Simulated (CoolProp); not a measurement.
Vapour-liquid equilibrium of R134a (1) + isobutane (2) at -33.95 °C; x and y are mole fractions of (1).

The numbers come from the multi-fluid Helmholtz-energy mixture model, Tillner-Roth 1994 and Bücker 2006; pair parameters Bell 2016 in CoolProp.

```json
[
 {"x": "0.05", "bubble pressure, mixture model (MPa)": "0.05768", "bubble pressure, Raoult's law (MPa)": "0.04026", "y, mixture model": "0.353", "y, Raoult's law": "0.087"},
 {"x": "0.15", "bubble pressure, mixture model (MPa)": "0.07903", "bubble pressure, Raoult's law (MPa)": "0.04335", "y, mixture model": "0.557", "y, Raoult's law": "0.241"},
 {"x": "0.25", "bubble pressure, mixture model (MPa)": "0.08783", "bubble pressure, Raoult's law (MPa)": "0.04645", "y, mixture model": "0.619", "y, Raoult's law": "0.375"},
 {"x": "0.35", "bubble pressure, mixture model (MPa)": "0.09085", "bubble pressure, Raoult's law (MPa)": "0.04955", "y, mixture model": "0.642", "y, Raoult's law": "0.492"},
 {"x": "0.45", "bubble pressure, mixture model (MPa)": "0.09155", "bubble pressure, Raoult's law (MPa)": "0.05265", "y, mixture model": "0.648", "y, Raoult's law": "0.596"},
 {"x": "0.55", "bubble pressure, mixture model (MPa)": "0.09161", "bubble pressure, Raoult's law (MPa)": "0.05574", "y, mixture model": "0.649", "y, Raoult's law": "0.688"},
 {"x": "0.65", "bubble pressure, mixture model (MPa)": "0.09164", "bubble pressure, Raoult's law (MPa)": "0.05884", "y, mixture model": "0.652", "y, Raoult's law": "0.770"},
 {"x": "0.75", "bubble pressure, mixture model (MPa)": "0.09136", "bubble pressure, Raoult's law (MPa)": "0.06194", "y, mixture model": "0.664", "y, Raoult's law": "0.844"},
 {"x": "0.85", "bubble pressure, mixture model (MPa)": "0.08909", "bubble pressure, Raoult's law (MPa)": "0.06504", "y, mixture model": "0.706", "y, Raoult's law": "0.911"},
 {"x": "0.95", "bubble pressure, mixture model (MPa)": "0.08009", "bubble pressure, Raoult's law (MPa)": "0.06814", "y, mixture model": "0.836", "y, Raoult's law": "0.972"}
]
```

The largest gap from Raoult's law is +89.1 % in bubble pressure, at x = 0.25. y crosses x between x = 0.65 and 0.75: the model has an azeotrope there.

The pair parameters rest on a limited set of measurements; away from them the model extrapolates. With so large a gap from Raoult's law the liquid may split in two, which this calculation doesn't test in full.
